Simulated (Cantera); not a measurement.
Input (Python, Cantera):

```python
import numpy as np
import cantera as ct

gas = ct.Solution("gri30.yaml")
gas.TPX = 650, 21000, {'CH4': 1, 'C2H6': 0.03, 'O2': 1.62, 'N2': 6.09}
flame = ct.FreeFlame(gas, width=0.12)
flame.set_refine_criteria(ratio=3, slope=0.08, curve=0.16)
flame.transport_model = "mixture-averaged"
flame.solve(loglevel=0, auto=True)
z, T = flame.grid, flame.T
thick = (T[-1] - T[0]) / np.gradient(T, z).max()
show = ['CH4', 'C2H6', 'O2', 'CH2', 'CH2CO', 'H2']
print(f"laminar burning velocity  {flame.velocity[0] * 100:.3f} cm/s")
print(f"burnt temperature         {T[-1]:.1f} K")
print(f"thermal thickness         {thick * 1e3:.4f} mm")
print(f"grid points               {len(z)}")
z0 = z[flame.heat_release_rate.argmax()]
print(f"{'z/mm':>9s}{'T/K':>9s}{'u/(m/s)':>9s}" + "".join(f"{s:>11s}" for s in show))
rows = []
for k in (-3, -2, -1.5, -1, -0.5, -0.25, 0, 0.25, 0.5, 1, 2, 4, 8):
    zz = z0 + k * thick
    rows.append([k * thick, np.interp(zz, z, T), np.interp(zz, z, flame.velocity),
                 *(np.interp(zz, z, flame.X[gas.species_index(s)]) for s in show)])
    print(f"{rows[-1][0] * 1e3:9.3f}{rows[-1][1]:9.1f}{rows[-1][2]:9.3f}" + "".join(f"{x:11.3e}" for x in rows[-1][3:]))
```

It prints:

```
laminar burning velocity  166.190 cm/s
burnt temperature         2273.3 K
thermal thickness         1.3633 mm
grid points               148
     z/mm      T/K  u/(m/s)        CH4       C2H6         O2        CH2      CH2CO         H2
   -4.090    650.2    1.666  1.141e-01  3.426e-03  1.850e-01  7.989e-16  1.056e-09  2.095e-03
   -2.727    652.4    1.678  1.135e-01  3.413e-03  1.841e-01  7.988e-13  2.185e-08  6.214e-03
   -2.045    661.5    1.710  1.121e-01  3.399e-03  1.826e-01  7.227e-11  1.860e-07  1.146e-02
   -1.363    728.4    1.904  1.061e-01  3.440e-03  1.767e-01  6.323e-09  3.377e-06  2.209e-02
   -0.682   1116.7    2.991  7.521e-02  3.688e-03  1.424e-01  1.298e-06  7.797e-05  4.022e-02
   -0.341   1502.4    4.095  4.157e-02  1.835e-03  9.949e-02  2.708e-05  2.285e-04  4.947e-02
    0.000   1855.2    5.126  1.202e-02  1.483e-04  5.204e-02  1.156e-04  2.190e-04  5.284e-02
    0.341   2031.8    5.638  1.638e-03  1.843e-06  2.240e-02  7.907e-05  5.666e-05  4.875e-02
    0.682   2081.0    5.769  1.362e-04  1.238e-08  1.010e-02  1.399e-05  6.172e-06  4.448e-02
    1.363   2099.3    5.799  7.654e-07  6.881e-13  4.276e-03  1.382e-07  5.339e-08  4.301e-02
    2.727   2110.8    5.815  1.771e-10  1.609e-19  3.233e-03  6.243e-11  3.498e-11  4.397e-02
    5.453   2124.9    5.846  9.015e-15  1.889e-24  2.909e-03  6.595e-15  3.298e-15  4.410e-02
   10.906   2147.2    5.898  1.302e-15  4.260e-29  2.488e-03  1.168e-15  3.168e-18  4.382e-02
```

Detailed kinetics in Cantera: GRI-Mech 3.0 (53 species, 325 reactions). Burning velocities carry a grid error of a few per cent, more on coarse grids.
